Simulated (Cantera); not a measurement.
Feed: 1 mol Al(CH₃)₃, 23 mol O₂, 170 mol H₂, held at 1052 °C and 3.20 mbar.

Cantera equilibrium calculation (NASA polynomials, part measured and part estimated; ideal gas, pure solids and liquids). Candidate condensed phases: Al, Al₂O₃, C, C₆H₆, C₇H₈, C₈H₁₈, H₂O; 121 gas species. The feed counts by its element totals alone. Kinetics and transport are ignored.

Base state: H₂ 0.752, H₂O 0.231, CO 0.0145, CO₂ 0.00240, H 2.51e-5 (mole fractions); condensed: Al₂O₃(s).

Problem. What changes in the equilibrium state with this change: H₂ from 170 to 28 mol?

Solution. 
```tsv
species	before	after
H₂O	0.231	0.844
CO₂	0.00240	0.0779
O₂	<1e-9	0.0779
H₂	0.752	7.17e-6
CO	0.0145	1.23e-6
OH	1.13e-7	0.000133
H	2.51e-5	7.74e-8
Al₂O₃(s), mol	0.500	0.500
```

Problem. What changes in the equilibrium state with this change: temperature from 1052 °C to 1727 °C?

Solution. 
```
species         before     after
-------------  -------  --------
H₂               0.752     0.729
H₂O              0.231     0.229
H              2.51e-5    0.0245
CO              0.0145    0.0156
O                <1e-9   1.89e-5
OH             1.13e-7  0.000770
Al₂O₃(s), mol    0.500     0.500
```

Problem. What changes in the equilibrium state with this change: temperature from 1052 °C to 1502 °C?

Solution. 
```json
[
 {"species": "H₂", "before": "0.752", "after": "0.747"},
 {"species": "H₂O", "before": "0.231", "after": "0.232"},
 {"species": "CO", "before": "0.0145", "after": "0.0156"},
 {"species": "H", "before": "2.51e-5", "after": "0.00442"},
 {"species": "CO₂", "before": "0.00240", "after": "0.00130"},
 {"species": "OH", "before": "1.13e-7", "after": "8.55e-5"},
 {"species": "Al₂O₃(s), mol", "before": "0.500", "after": "0.500"}
]
```
